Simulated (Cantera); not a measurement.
A perfectly stirred reactor is fed with 7.14 % NH3, 92.9 % H2, at 150 Torr; it is held at 1825 K, and followed from long to short residence time.

Cantera simulation using the gas-phase N/H chemistry of the illustrative SiF4/NH3 mechanism in the Surface Chemkin manual (1991); the numbers are that mechanism's predictions, not measurements. Walls and surfaces, which speed up NH3 decomposition in real reactors, are not modelled.

Question: Predict: x(NH3) at τ = 0.450 s; x(H2) at τ = 0.450 s; x(N2H2) at τ = 0.450 s; x(N) at τ = 0.450 s; x(NH) at τ = 0.450 s; x(NH3) at τ = 4.60 ms; x(H2) at τ = 4.60 ms; x(N2H2) at τ = 4.60 ms; x(N) at τ = 4.60 ms; x(NH) at τ = 4.60 ms.

Answer: 
```json
{
  "x(NH3) at τ = 0.450 s": "0.0589",
  "x(H2) at τ = 0.450 s": "0.935",
  "x(N2H2) at τ = 0.450 s": "7.61e-8",
  "x(N) at τ = 0.450 s": "1.43e-7",
  "x(NH) at τ = 0.450 s": "1.61e-6",
  "x(NH3) at τ = 4.60 ms": "0.0714",
  "x(H2) at τ = 4.60 ms": "0.928",
  "x(N2H2) at τ = 4.60 ms": "7.52e-9",
  "x(N) at τ = 4.60 ms": "6.25e-9",
  "x(NH) at τ = 4.60 ms": "2.12e-7"
}
```
